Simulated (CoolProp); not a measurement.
Vapour-liquid equilibrium of cyclohexane (1) + p-xylene (2) at 171.35 °C; x and y are mole fractions of (1).

Computed with CoolProp (multi-fluid Helmholtz-energy mixture model, Zhou 2014 and Zhou 2012; pair parameters Bell 2016).

| x | bubble pressure, mixture model (MPa) | bubble pressure, Raoult's law (MPa) | y, mixture model | y, Raoult's law |
|---|---|---|---|---|
| 0.05 | 0.2639 | 0.2574 | 0.170 | 0.161 |
| 0.15 | 0.3339 | 0.3176 | 0.396 | 0.392 |
| 0.25 | 0.3996 | 0.3778 | 0.540 | 0.549 |
| 0.35 | 0.4616 | 0.4381 | 0.643 | 0.663 |
| 0.45 | 0.5207 | 0.4983 | 0.721 | 0.749 |
| 0.55 | 0.5777 | 0.5585 | 0.785 | 0.817 |
| 0.65 | 0.6334 | 0.6188 | 0.840 | 0.871 |
| 0.75 | 0.6885 | 0.6790 | 0.889 | 0.916 |
| 0.85 | 0.7441 | 0.7392 | 0.934 | 0.954 |
| 0.95 | 0.8006 | 0.7994 | 0.978 | 0.986 |

The largest gap from Raoult's law is +5.8 % in bubble pressure, at x = 0.25. No azeotrope shows between x = 0.05 and 0.95.

Pair parameters are fitted to limited data, so mixtures are less certain than the pure fluids.
